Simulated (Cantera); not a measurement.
Charge: 1 mol CH₄, 0.033 mol CO₂, equilibrated at 750 Torr.

Equilibrium computed with Cantera from the NASA thermochemical tables; the gas is ideal and each condensed phase is pure. Candidate condensed phases: C, C₆H₆, C₇H₈, C₈H₁₈, H₂O; 131 gas species. Ions and electrons are included (thermal ionisation). Rates play no part.

**Question.** Which condensed phases are stable at each of these points (T (°C)): 2227, 2727, 3227, 3727, 4227, 4727?

**Answer.** 
```csv
T (°C),condensed phases,C condensed (%)
2227,C(graphite),89.4
2727,C(graphite),70.6
3227,gas only,0.0
3727,gas only,0.0
4227,gas only,0.0
4727,gas only,0.0
```

From 2227 °C to 2727 °C the condensed part is C(graphite). From 3227 °C to 4727 °C nothing is condensed.
